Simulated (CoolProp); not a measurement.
Properties of carbonyl sulfide along the isobar 0.385 MPa (Tc = 105.6 °C, pc = 6.369 MPa, ω = 0.098).

Computed with CoolProp (reference Helmholtz-energy equation of state, Lemmon 2006). It is a short technical equation, of lower accuracy than the large ones.

```
T (°C)   phase  cp (kJ/(kg K))  speed of sound (m/s)  isothermal compressibility (1/MPa)  expansivity (1/kK)  fugacity coefficient
------  ------  --------------  --------------------  ----------------------------------  ------------------  --------------------
-73.95  liquid           1.164                  1147                            0.001008               1.664               0.07516
-69.55  liquid           1.166                  1126                            0.001059               1.689               0.09689
-65.15  liquid           1.168                  1106                            0.001113               1.716                0.1233
-60.65  liquid           1.172                  1085                            0.001172               1.746                0.1559
-56.25  liquid           1.175                  1064                            0.001234               1.777                0.1940
-51.85  liquid           1.179                  1043                            0.001302               1.810                0.2388
-47.45  liquid           1.184                  1023                            0.001374               1.846                0.2911
-43.05  liquid           1.189                  1002                            0.001452               1.884                0.3517
-38.55  liquid           1.195                 980.4                            0.001538               1.926                0.4230
-34.15  liquid           1.202                 959.5                            0.001630               1.970                0.5025
-29.75  liquid           1.209                 938.6                            0.001731               2.018                0.5925
-25.35  liquid           1.217                 917.5                            0.001840               2.070                0.6935
-20.95  liquid           1.226                 896.3                            0.001960               2.126                0.8064
```
